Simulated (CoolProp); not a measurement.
Computed with CoolProp (reference Helmholtz-energy equation of state, Smukala 2000).

**Question.** For ethylene, give the phase and the speed of sound (m/s), Joule-Thomson coefficient (K/MPa) at 289 K and 33.6 MPa; 289 K and 39.2 MPa.

**Answer.** 
- 289 K and 33.6 MPa: supercritical; speed of sound 910, Joule-Thomson coefficient -0.178
- 289 K and 39.2 MPa: supercritical; speed of sound 966, Joule-Thomson coefficient -0.247
